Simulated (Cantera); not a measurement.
Feed: 1 mol SiH₂Cl₂, 0.38 mol Cl₂, 190 mol H₂, 0.17 mol HCl, equilibrated at 84.0 mbar.

Cantera equilibrium calculation (NASA polynomials, part measured and part estimated; ideal gas, pure solids and liquids). Candidate condensed phases: Si; 19 gas species. The numbers say what is thermodynamically allowed, not how fast it happens.

Over these rows the condensed part is Si(s). Partial pressures as log10 of bar:

```json
[
 {"T (K)": "1173", "1000/T (1/K)": "0.8525", "log p SiCl₄": "-5.13", "log p H₂": "-1.08", "log p HCl": "-2.95"},
 {"T (K)": "1223", "1000/T (1/K)": "0.8177", "log p SiCl₄": "-5.59", "log p H₂": "-1.08", "log p HCl": "-2.94"},
 {"T (K)": "1273", "1000/T (1/K)": "0.7855", "log p SiCl₄": "-6.03", "log p H₂": "-1.08", "log p HCl": "-2.93"},
 {"T (K)": "1323", "1000/T (1/K)": "0.7559", "log p SiCl₄": "-6.46", "log p H₂": "-1.08", "log p HCl": "-2.93"},
 {"T (K)": "1373", "1000/T (1/K)": "0.7283", "log p SiCl₄": "-6.86", "log p H₂": "-1.08", "log p HCl": "-2.93"},
 {"T (K)": "1423", "1000/T (1/K)": "0.7027", "log p SiCl₄": "?", "log p H₂": "-1.08", "log p HCl": "-2.93"}
]
```

Q: Fit log p(SiCl₄) = a + b·(1000/T) to the five rows, give the apparent enthalpy, and predict the row at 1423 K.

A: Means: 1000/T = 0.7880, log p = -6.014. Sxy = 0.134474, Sxx = 0.0096431, so b = 13.95 and a = -6.014 − (13.95)×0.7880 = -17.01.
Apparent enthalpy: −19.145 × (13.95) = -267 kJ/mol. With the condensed phases at unit activity, Si(s) + 4 HCl(g) = SiCl₄(g) + 2 H₂(g) links this pressure to the main gases: over the six rows their terms move log p by +0.08 in all, so the slope is close to that reaction's ΔH°. The five rows lie within 0.02 of the line.
Prediction at 1423 K: -17.01 + (13.95)×0.7027 = -7.21. The computed value is -7.23, 0.02 from the line.
